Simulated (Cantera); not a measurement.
**Thermodynamics of silicon etching in halogen gases, feed Si + Br2 + H2**

Input: 1 mol Si, a varied amount of Br2, 72 mol H2, held at 1225 °C and 13.3 mbar.

Cantera equilibrium calculation (NASA polynomials, part measured and part estimated; ideal gas, pure solids and liquids). Candidate condensed phases: Br2, Si; 19 gas species. The tables' values for SiBr3, SiBr are old estimates; treat these amounts as uncertain. Kinetics and transport are ignored.

| n(Br2) (mol) | x H2 | x HBr | x SiBr2 | x Br | x SiBr3 | n Si(s) |
|---|---|---|---|---|---|---|
| 0.72 | 0.981 | 0.0179 | 0.000798 | 0.000273 | 9.09e-7 | 0.941 |
| 0.95 | 0.975 | 0.0230 | 0.00132 | 0.000351 | 1.95e-6 | 0.903 |
| 1.3 | 0.967 | 0.0303 | 0.00232 | 0.000465 | 4.51e-6 | 0.829 |
| 1.7 | 0.957 | 0.0381 | 0.00369 | 0.000587 | 9.06e-6 | 0.726 |
| 2.2 | 0.946 | 0.0471 | 0.00570 | 0.000729 | 1.74e-5 | 0.574 |
| 3 | 0.929 | 0.0600 | 0.00944 | 0.000938 | 3.70e-5 | 0.287 |
| 4 | 0.908 | 0.0776 | 0.0130 | 0.00123 | 6.70e-5 | 0 |
| 5.3 | 0.876 | 0.109 | 0.0128 | 0.00176 | 9.41e-5 | 0 |
| 7.1 | 0.833 | 0.151 | 0.0125 | 0.00250 | 0.000130 | 0 |
| 9.4 | 0.782 | 0.202 | 0.0120 | 0.00345 | 0.000173 | 0 |
x: gas mole fraction; n: condensed amount in mol.

From 0.72 mol Br2 to 3 mol Br2 the condensed part is Si(s). From 4 mol Br2 to 9.4 mol Br2 nothing is condensed. The main Si-bearing gas is SiBr2 throughout.
